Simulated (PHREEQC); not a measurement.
1 kg of water holding 0.00042 mol Na2B4O7, 0.0035 mol KCl, 0.61 mol NaCl and 0.082 mol Na2SO4 is evaporated at 20 °C; the solids stay in contact with the brine. No CO2 enters from the air. Only these solids could form: Arcanite, Glaserite, Halite, Mirabilite, Misenite, Sylvite, Thenardite, Borax, Boric_acid,s, KB5O8:4H2O, K2B4O7:4H2O, NaBO2:4H2O, NaB5O8:5H2O, Teepleite.

Equilibrium calculation in PHREEQC: Pitzer model, pitzer.dat.

| water left (kg) | ionic strength | water activity | Halite (mol) | Thenardite (mol) |
|---|---|---|---|---|
| 1 | 0.860 | 0.977 | 0 | 0 |
| 0.8219 | 1.05 | 0.972 | 0 | 0 |
| 0.5552 | 1.55 | 0.958 | 0 | 0 |
| 0.4563 | 1.89 | 0.949 | 0 | 0 |
| 0.375 | 2.29 | 0.937 | 0 | 0 |
| 0.2533 | 3.40 | 0.903 | 0 | 0 |
| 0.2082 | 4.13 | 0.879 | 0 | 0 |
| 0.1711 | 5.03 | 0.848 | 0 | 0 |
| 0.1156 | 7.44 | 0.754 | 0 | 0 |
| 0.09502 | 7.80 | 0.742 | 0.0958 | 0.00779 |
| 0.06418 | 7.82 | 0.742 | 0.264 | 0.0317 |
| 0.05276 | 7.83 | 0.742 | 0.326 | 0.0406 |
| 0.04335 | 7.84 | 0.741 | 0.377 | 0.0479 |
| 0.0293 | 7.88 | 0.741 | 0.453 | 0.0588 |
| 0.02408 | 7.90 | 0.740 | 0.482 | 0.0628 |
| 0.01979 | 7.93 | 0.740 | 0.505 | 0.0662 |
| 0.01338 | 8.01 | 0.738 | 0.540 | 0.0711 |
| 0.01101 | 8.06 | 0.737 | 0.553 | 0.0730 |

Halite from water left = 0.09502 kg (pH 8.21); Thenardite from water left = 0.09502 kg (pH 8.21).
